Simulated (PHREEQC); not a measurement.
# Copper plating or etch bath

Dissolve 10.5 mmol/kgw Cu(BF4)2 and 7.2 mmol/kgw HBF4 at 20 °C. It is in equilibrium with CO2 at log p = -1 (atm). Otherwise closed; pH follows from the charge balance.

Computed with PHREEQC (ion-association model, wateq4f.dat).

No solid was allowed to form.

What pH, ionic strength does the model give?

pH 2.23; ionic strength 0.0382 mol/kgw.

In which forms is F present?

BF4- 89 %, HF 5.5 %, BF3OH- 3.6 %, F- 0.8 % of the F.

Species that the database lacks are ignored. Real BF4- forms and hydrolyses slowly; the run takes it at equilibrium.
